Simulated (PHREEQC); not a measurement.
A PHREEQC speciation (ion-association model, wateq4f.dat) at 31 °C gives pH 1.77 and these molalities:

```json
[
 {"species": "H+", "mol/kgw": "0.0193"},
 {"species": "SiF6-2", "mol/kgw": "0.00924"},
 {"species": "HF", "mol/kgw": "0.00594"},
 {"species": "H4SiO4", "mol/kgw": "0.000758"},
 {"species": "F-", "mol/kgw": "0.000251"},
 {"species": "HSO4-", "mol/kgw": "0.000200"},
 {"species": "SO4-2", "mol/kgw": "0.000170"},
 {"species": "H2F2", "mol/kgw": "7.43e-5"},
 {"species": "HF2-", "mol/kgw": "6.00e-6"}
]
```

**Question.** What are the element totals, and what could have been dissolved in 1 kg of water to give them?

**Answer.** One answer among several that fit: totals F 0.0618, S(6) 0.000370, Si 0.0100 mol/kgw, from 0.0018 mol/kgw HF, 0.01 mol/kgw H2SiF6 and 0.00037 mol/kgw H2SO4.

Precipitation was switched off in this run. The solution is supersaturated, for example in Quartz (slow to form), Chalcedony (slow to form), so a real one may precipitate; this is no full list. SiF6-2 is the database's only silicon fluoride.
